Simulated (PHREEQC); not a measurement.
Synthetic water in mg/kgw, 25 °C, pH 2.51, pe 11.2: Na 202; K 37; Ca 131; Mg 16; Cl 139; S(6) as SO4 993; Cd 2.11.

Valence states are taken as typed.

All values are PHREEQC results (ion-association model, phreeqc.dat), not measurements.

Precipitation was switched off in this run.

Question: Order these Ca species by the share of Ca that they hold, largest first: Ca+2, CaSO4, CaHSO4+.

Answer: Ca+2 (72 %), CaSO4 (27 %), CaHSO4+ (0.66 %)

The pH is 2.51 and the ionic strength 0.0301 mol/kgw.
